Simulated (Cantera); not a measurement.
Input: 1 mol (CH3)2SiCl2, 0.12 mol HCl, 14 mol H2, equilibrated at 0.0100 bar.

Cantera equilibrium calculation (NASA polynomials, part measured and part estimated; ideal gas, pure solids and liquids). Candidate condensed phases: C, C6H6, C7H8, C8H18, Si, SiC; 109 gas species. The feed counts by its element totals alone. The tables' values for SiCl3 are old estimates; treat these amounts as uncertain. Kinetics and transport are ignored. All values below are at 1350 K.

Base state: H2 0.883, HCl 0.117, SiCl2 0.000165, CH4 4.50e-5, H 2.24e-5, SiCl3 1.49e-5 (mole fractions); condensed: C(graphite) + SiC(s).

### Question
What changes in the equilibrium state with this change: (CH3)2SiCl2 replaced by SiHCl3?

### Answer
```
species             before     after
----------------  --------  --------
H2                   0.883     0.853
HCl                  0.117     0.105
SiCl2             0.000165    0.0365
CH4                4.50e-5         0
SiH2Cl2            1.85e-7   3.97e-5
SiCl3              1.49e-5   0.00304
SiHCl3             2.93e-6  0.000587
SiCl4              6.76e-6   0.00126
C(graphite), mol      1.00         0
SiC(s), mol          0.997         0
Si(s), mol               0     0.335
```
